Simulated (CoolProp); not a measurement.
Properties of the fluoroketone C6F12O (FK-5-1-12) at several states (Tc = 441.8 K, pc = 1869 kPa, ω = 0.471).

Computed with CoolProp (reference Helmholtz-energy equation of state, McLinden 2015).

| T (K) | p (kPa) | phase | Z | cp (kJ/(kg K)) | cv (kJ/(kg K)) | expansivity (1/kK) |
|---|---|---|---|---|---|---|
| 462.5 | 856 | gas | 0.8539 | 1.073 | 1.014 | 3.822 |
| 295.4 | 867 | liquid | 0.06911 | 1.099 | 0.8846 | 1.828 |
| 409 | 24.1 | gas | 0.9940 | 0.9682 | 0.9410 | 2.499 |
| 325.2 | 77.9 | gas | 0.9529 | 0.8971 | 0.8630 | 3.678 |
| 382.6 | 180 | gas | 0.9402 | 0.9560 | 0.9197 | 3.270 |
| 304.1 | 805 | liquid | 0.06336 | 1.104 | 0.8893 | 1.906 |
